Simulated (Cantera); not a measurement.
A Cantera script and what it prints.

```python
import numpy as np
import cantera as ct

gas_names = """
    H HO2 H2 H2O H2O2 O OH O2 O3 Si SiH SiH2 SiH3 SiH4 SiO SiO2 Si2 Si3
""".split()
cond_names = """
    H2O(s) H2O(L) Si(cr) Si(L) SiO2(Lqz) SiO2(hqz) SiO2(L)
""".split()


# ... load() reads the species with a 1 bar reference pressure and builds the phases ...
atoms = {
    'Si': {'Si': 1},
    'O2': {'O': 2},
    'H2': {'H': 2},
}
top_T = {}  # K; cautious upper limits of use, not melting points


# ... equilibrate(T, P, feed) seeds the gas with the atoms and calls Mixture.equilibrate('TP', solver="vcs", rtol=1e-11, max_steps=5000) ...
results = []
feed = {'Si': 1, 'O2': 0.1, 'H2': 99}  # mol
P = 1000  # Pa
for T in [1000, 1100, 1200, 1300, 1400, 1500, 1600, 1700, 1800, 1900]:
    mix = equilibrate(T, P, feed)
    results.append((T, P, feed, dict(zip(mix.species_names, mix.species_moles))))

top = {s: max(r[3][s] / sum(r[3][g] for g in gas_names) for r in results) for s in gas_names}
cols = sorted((s for s in top if top[s] > 0.001), key=lambda s: -top[s])[:9]
seen = [c for c in cond_names if any(r[3].get(c, 0) > 1e-12 for r in results)]
print("log10 of partial pressures in bar; condensed amounts in mol")
print(f"{'T/K':>10s}" + "".join(f"{s[:9]:>10s}" for s in cols + seen))
for T, P, feed, n in results:
    ng = sum(n[g] for g in gas_names)
    print(f"{T:10.4g}" + "".join(f"{np.log10(max(n[s] / ng * P / 1e5, 1e-99)):10.3f}" for s in cols)
          + "".join(f"{n.get(c, 0):10.4g}" for c in seen))
```

Result:

```
log10 of partial pressures in bar; condensed amounts in mol
       T/K        H2         H       SiO        Si    Si(cr)     Si(L) SiO2(hqz)
      1000    -2.000    -9.644    -9.283   -15.751       0.9         0       0.1
      1100    -2.000    -8.587    -7.637   -13.626    0.8999         0   0.09989
      1200    -2.000    -7.705    -6.271   -11.858    0.8973         0   0.09734
      1300    -2.000    -6.956    -5.118   -10.364    0.8623         0   0.06227
      1400    -2.001    -6.313    -4.696    -9.085       0.8         0         0
      1500    -2.001    -5.755    -4.696    -7.978    0.7997         0         0
      1600    -2.001    -5.265    -4.696    -7.011    0.7983         0         0
      1700    -2.002    -4.832    -4.696    -6.168         0    0.7907         0
      1800    -2.003    -4.447    -4.696    -5.498         0    0.7614         0
      1900    -2.005    -4.103    -4.698    -4.899         0    0.6549         0
```

These are equilibrium values from Cantera (NASA tables, ideal gas, pure condensed phases), not measurements of a reactor. Mutual solubility and eutectic melting of coexisting phases are not modelled. The tables hold silica as quartz up to 1696 K and as liquid above; real silica turns to tridymite and cristobalite and melts near 1996 K. Gases not in the tables: Si2H6 and higher silanes.
